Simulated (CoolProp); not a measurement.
Computed with CoolProp (reference Helmholtz-energy equation of state, Jacobsen 1992).

Problem. For R11, give the phase and the Z, expansivity (1/kK), viscosity (µPa s), conductivity (mW/(m K)) at 383 K and 1.15 MPa; 200 K and 0.0937 MPa.

Solution. 
- 383 K and 1.15 MPa: liquid; Z 0.0398, expansivity 2.73, viscosity 201, conductivity 63.7
- 200 K and 0.0937 MPa: liquid; Z 0.00457, expansivity 1.23, viscosity 1800, conductivity 118

Viscosity comes from a separate model (Klein 1997), an estimate that may be off by 10 % or more. Thermal conductivity comes from a separate model (McLinden 2000), an estimate that may be off by 10 % or more.
